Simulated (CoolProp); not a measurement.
Vapour-liquid equilibrium of n-hexane (1) + toluene (2) at 0.0368 MPa; x and y are mole fractions of (1).

Computed with CoolProp (multi-fluid Helmholtz-energy mixture model, Thol 2019 and Lemmon 2006; pair parameters Bell 2016).

**Question.** Give the bubble temperature and the first vapour's composition at x = 0.05, 0.55, 0.65. Is there an azeotrope?

**Answer.** x = 0.05: 72.7 °C, y = 0.222; x = 0.55: 48.7 °C, y = 0.832; x = 0.65: 46.4 °C, y = 0.875. No azeotrope shows between x = 0.05 and 0.95.

Pair parameters are fitted to limited data, so mixtures are less certain than the pure fluids.
